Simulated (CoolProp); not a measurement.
Saturation properties of propylene glycol (Tc = 400.8 °C, pc = 7292 kPa, ω = 0.327).

Values from CoolProp's reference Helmholtz-energy equation of state, Eisenbach 2021.

```json
[
 {"T (°C)": "45.55", "p (kPa)": "0.09631", "liquid density (kg/m³)": "1017", "vapour density (kg/m³)": "0.002766", "enthalpy of vaporisation (kJ/kg)": "…", "liquid cp (kJ/(kg K))": "2.609"},
 {"T (°C)": "88.15", "p (kPa)": "1.567", "liquid density (kg/m³)": "982.8", "vapour density (kg/m³)": "0.03973", "enthalpy of vaporisation (kJ/kg)": "800.7", "liquid cp (kJ/(kg K))": "2.844"},
 {"T (°C)": "130.75", "p (kPa)": "12.65", "liquid density (kg/m³)": "946.5", "vapour density (kg/m³)": "0.2879", "enthalpy of vaporisation (kJ/kg)": "758.1", "liquid cp (kJ/(kg K))": "3.072"},
 {"T (°C)": "173.45", "p (kPa)": "63.43", "liquid density (kg/m³)": "906.8", "vapour density (kg/m³)": "1.319", "enthalpy of vaporisation (kJ/kg)": "714.9", "liquid cp (kJ/(kg K))": "3.297"},
 {"T (°C)": "216.05", "p (kPa)": "225.9", "liquid density (kg/m³)": "862.7", "vapour density (kg/m³)": "4.387", "enthalpy of vaporisation (kJ/kg)": "668.6", "liquid cp (kJ/(kg K))": "3.527"},
 {"T (°C)": "258.65", "p (kPa)": "632.0", "liquid density (kg/m³)": "…", "vapour density (kg/m³)": "11.79", "enthalpy of vaporisation (kJ/kg)": "614.8", "liquid cp (kJ/(kg K))": "3.781"},
 {"T (°C)": "301.35", "p (kPa)": "1489", "liquid density (kg/m³)": "751.8", "vapour density (kg/m³)": "27.74", "enthalpy of vaporisation (kJ/kg)": "547.1", "liquid cp (kJ/(kg K))": "4.107"},
 {"T (°C)": "343.95", "p (kPa)": "3090", "liquid density (kg/m³)": "674.0", "vapour density (kg/m³)": "…", "enthalpy of vaporisation (kJ/kg)": "452.3", "liquid cp (kJ/(kg K))": "4.692"}
]
```

Task: Fill in the missing entries.

Result: 
- 45.55, enthalpy of vaporisation (kJ/kg): 845.0
- 258.65, liquid density (kg/m³): 812.2
- 343.95, vapour density (kg/m³): 61.37

It boils at 188.1 °C under 1 atm.
